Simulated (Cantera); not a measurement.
# Reactions in the system F-N

Source: NASA polynomial tables (part measured, part estimated), evaluated in Cantera. Values are per mole of reaction as written; species without (g) are pure solids or liquids, kept so even where they would boil at 1 bar.

N₂(g) + 6 F(g) = 2 NF₃(g)

```json
[
 {"T (K)": "300", "ΔH° (kJ)": "-739.8", "ΔS° (J/K)": "-622.9", "ΔG° (kJ)": "-553.0", "log10 K": "96.28"},
 {"T (K)": "1623", "ΔH° (kJ)": "-749.7", "ΔS° (J/K)": "-649.6", "ΔG° (kJ)": "304.6", "log10 K": "-9.80"},
 {"T (K)": "1698", "ΔH° (kJ)": "-749.1", "ΔS° (J/K)": "-649.2", "ΔG° (kJ)": "353.3", "log10 K": "-10.87"},
 {"T (K)": "1773", "ΔH° (kJ)": "-748.4", "ΔS° (J/K)": "-648.8", "ΔG° (kJ)": "402.0", "log10 K": "-11.84"},
 {"T (K)": "1848", "ΔH° (kJ)": "-747.7", "ΔS° (J/K)": "-648.4", "ΔG° (kJ)": "450.6", "log10 K": "-12.74"},
 {"T (K)": "1923", "ΔH° (kJ)": "-746.9", "ΔS° (J/K)": "-648.0", "ΔG° (kJ)": "499.2", "log10 K": "-13.56"},
 {"T (K)": "1998", "ΔH° (kJ)": "-746.2", "ΔS° (J/K)": "-647.6", "ΔG° (kJ)": "547.8", "log10 K": "-14.32"},
 {"T (K)": "2073", "ΔH° (kJ)": "-745.3", "ΔS° (J/K)": "-647.2", "ΔG° (kJ)": "596.4", "log10 K": "-15.03"},
 {"T (K)": "2148", "ΔH° (kJ)": "-744.5", "ΔS° (J/K)": "-646.8", "ΔG° (kJ)": "644.9", "log10 K": "-15.68"},
 {"T (K)": "2223", "ΔH° (kJ)": "-743.6", "ΔS° (J/K)": "-646.4", "ΔG° (kJ)": "693.4", "log10 K": "-16.29"}
]
```

2 NF₃(g) = 3 F₂(g) + N₂(g)

```tsv
T (K)	ΔH° (kJ)	ΔS° (J/K)	ΔG° (kJ)	log10 K
300	263.4	278.5	179.9	-31.32
1623	247.3	264.7	-182.2	5.87
1698	245.9	263.8	-202.1	6.22
1773	244.5	263.0	-221.8	6.54
1848	243.1	262.3	-241.5	6.83
1923	241.7	261.5	-261.2	7.09
1998	240.2	260.8	-280.7	7.34
2073	238.8	260.0	-300.3	7.57
2148	237.3	259.3	-319.8	7.78
2223	235.7	258.6	-339.2	7.97
```

3 F₂(g) + 2 N(g) = 2 NF₃(g)

```
T (K)  ΔH° (kJ)  ΔS° (J/K)  ΔG° (kJ)  log10 K
-----  --------  ---------  --------  -------
300     -1208.8     -393.5   -1090.8   189.91
1623    -1205.1     -397.1    -560.6    18.04
1698    -1204.2     -396.6    -530.8    16.33
1773    -1203.3     -396.0    -501.1    14.76
1848    -1202.3     -395.5    -471.4    13.32
1923    -1201.3     -395.0    -441.8    12.00
1998    -1200.3     -394.5    -412.2    10.77
2073    -1199.2     -393.9    -382.6     9.64
2148    -1198.1     -393.4    -353.1     8.59
2223    -1197.0     -392.9    -323.6     7.60
```

NF₃(g) = 3 F(g) + N(g)

| T (K) | ΔH° (kJ) | ΔS° (J/K) | ΔG° (kJ) | log10 K |
|---|---|---|---|---|
| 300 | 842.6 | 369.0 | 731.9 | -127.44 |
| 1623 | 853.7 | 391.0 | 219.1 | -7.05 |
| 1698 | 853.7 | 391.0 | 189.8 | -5.84 |
| 1773 | 853.6 | 390.9 | 160.5 | -4.73 |
| 1848 | 853.4 | 390.8 | 131.1 | -3.71 |
| 1923 | 853.3 | 390.8 | 101.8 | -2.77 |
| 1998 | 853.1 | 390.7 | 72.5 | -1.90 |
| 2073 | 852.9 | 390.6 | 43.2 | -1.09 |
| 2148 | 852.7 | 390.5 | 13.9 | -0.34 |
| 2223 | 852.4 | 390.3 | -15.3 | 0.36 |
